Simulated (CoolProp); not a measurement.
Vapour-liquid equilibrium of R134a (1) + R1234ze(E) (2) at 215.3 K; x and y are mole fractions of (1).

Model: multi-fluid Helmholtz-energy mixture model, Tillner-Roth 1994 and Thol 2016; pair parameters Bell 2022, in CoolProp.

### Question
Give the bubble pressure and the first vapour's composition at x = 0.575, 0.65, 0.875. Is there an azeotrope?

### Answer
x = 0.575: 0.01697 MPa, y = 0.643; x = 0.65: 0.01727 MPa, y = 0.705; x = 0.875: 0.01798 MPa, y = 0.891. No azeotrope shows between x = 0.05 and 0.95.

Pair parameters are fitted to limited data, so mixtures are less certain than the pure fluids.
